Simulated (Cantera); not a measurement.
Cantera run:

```python
import numpy as np
import cantera as ct

gas_names = """
    Si H SiH2 H2S SiH3 S2
""".split()
cond_names = """
    S(cr1) S(cr2) S(L) Si(cr) Si(L)
""".split()


# ... load() reads the species with a 1 bar reference pressure and builds the phases ...
species = {s.name: s for s in load("nasa_gas.yaml", gas_names) + load("nasa_condensed.yaml", cond_names)}
# Each term lists the table entries of one substance; the one whose range holds T is used.
reactions = {
    'Si(g) + 2 H(g) = SiH2(g)':
        [(-1, ['Si']), (-2, ['H']), (1, ['SiH2'])],
    '3 H2S(g) + 2 Si(g) = 3 S + 2 SiH3(g)':
        [(-3, ['H2S']), (-2, ['Si']), (3, ['S(cr1)', 'S(cr2)', 'S(L)']), (2, ['SiH3'])],
    '2 SiH2(g) + S2(g) = 2 Si + 2 H2S(g)':
        [(-2, ['SiH2']), (-1, ['S2']), (2, ['Si(cr)', 'Si(L)']), (2, ['H2S'])],
}


def pick(names, T):
    return next(species[n] for n in names if species[n].thermo.min_temp <= T <= species[n].thermo.max_temp)


results = []
for label, terms in reactions.items():
    print(label)
    print("     T/K   dH/kJ  dS/(J/K)   dG/kJ   log10 K")
    for T in [300, 398, 498, 598, 698, 798, 898, 998]:
        used = [(nu, pick(names, T)) for nu, names in terms]
        dH = sum(nu * s.thermo.h(T) for nu, s in used) / 1e6
        dS = sum(nu * s.thermo.s(T) for nu, s in used) / 1e3
        dG = dH - T * dS / 1e3
        logK = -dG * 1e6 / (ct.gas_constant * T * np.log(10))
        results.append((label, T, dH, dS, dG, logK, [s.name for _, s in used]))
        print(f"{T:8g} {dH:8.1f} {dS:8.1f} {dG:8.1f} {logK:8.2f}")
```

Output:

```
Si(g) + 2 H(g) = SiH2(g)
     T/K   dH/kJ  dS/(J/K)   dG/kJ   log10 K
     300   -640.7   -190.0   -583.7   101.63
     398   -643.2   -197.4   -564.7    74.11
     498   -645.4   -202.2   -544.7    57.13
     598   -647.0   -205.3   -524.3    45.79
     698   -648.3   -207.3   -503.6    37.69
     798   -649.3   -208.5   -482.8    31.61
     898   -650.0   -209.4   -461.9    26.87
     998   -650.6   -210.1   -441.0    23.08
3 H2S(g) + 2 Si(g) = 3 S + 2 SiH3(g)
     T/K   dH/kJ  dS/(J/K)   dG/kJ   log10 K
     300   -419.8   -424.1   -292.6    50.94
     398   -412.5   -405.0   -251.3    32.98
     498   -406.6   -391.9   -211.4    22.17
     598   -400.2   -380.1   -172.8    15.10
     698   -395.1   -372.3   -135.3    10.12
     798   -390.5   -366.2    -98.3     6.44
     898   -385.2   -359.9    -62.0     3.61
     998   -379.4   -353.7    -26.4     1.38
2 SiH2(g) + S2(g) = 2 Si + 2 H2S(g)
     T/K   dH/kJ  dS/(J/K)   dG/kJ   log10 K
     300   -660.1   -194.2   -601.8   104.79
     398   -659.7   -193.1   -582.9    76.50
     498   -659.6   -192.8   -563.6    59.11
     598   -660.0   -193.5   -544.3    47.54
     698   -660.7   -194.5   -524.9    39.28
     798   -661.5   -195.7   -505.4    33.08
     898   -662.3   -196.7   -485.7    28.25
     998   -663.0   -197.4   -466.0    24.39
```

Standard-state values (1 bar) from the NASA 1993 polynomials, evaluated with Cantera. Condensed species are held in their standard states even where they would react or evaporate.
